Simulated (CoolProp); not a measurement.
Vapour-liquid equilibrium of ethanol (1) + benzene (2) at 131 kPa; x and y are mole fractions of (1).

The numbers come from the multi-fluid Helmholtz-energy mixture model, Schroeder 2014 and Thol 2012; pair parameters Bell 2016 in CoolProp.

```csv
x,"bubble temperature, mixture model (K)","bubble temperature, Raoult's law (K)","y, mixture model","y, Raoult's law"
0.05,356.0,361.6,0.190,0.057
0.2,349.9,360.9,0.391,0.221
0.35,348.7,360.3,0.446,0.378
0.5,348.6,359.7,0.475,0.529
0.65,349.1,359.2,0.521,0.675
0.8,351.1,358.8,0.632,0.817
0.95,356.0,358.4,0.878,0.955
```

The largest gap from Raoult's law is -11.6 K in bubble temperature, at x = 0.35. y crosses x between x = 0.35 and 0.5: the model has an azeotrope there.

Pair parameters are fitted to limited data, so mixtures are less certain than the pure fluids.
